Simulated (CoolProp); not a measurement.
Vapour-liquid equilibrium of propane (1) + cyclopropane (2) at 319.6 K; x and y are mole fractions of (1).

Computed with CoolProp (multi-fluid Helmholtz-energy mixture model, Lemmon 2009 and Polt 1992; pair parameters Bell 2016). This equation is an older, rougher fit; its heat capacities, sound speeds and derivatives of the liquid may be far off and weren't checked against measurements.

Give the bubble pressure and the first vapour's composition at x = 0.425, 0.5, 0.65. Is there an azeotrope?

x = 0.425: 14.67 bar, y = 0.479; x = 0.5: 14.95 bar, y = 0.548; x = 0.65: 15.41 bar, y = 0.680. No azeotrope shows between x = 0.05 and 0.95.

Pair parameters are fitted to limited data, so mixtures are less certain than the pure fluids.
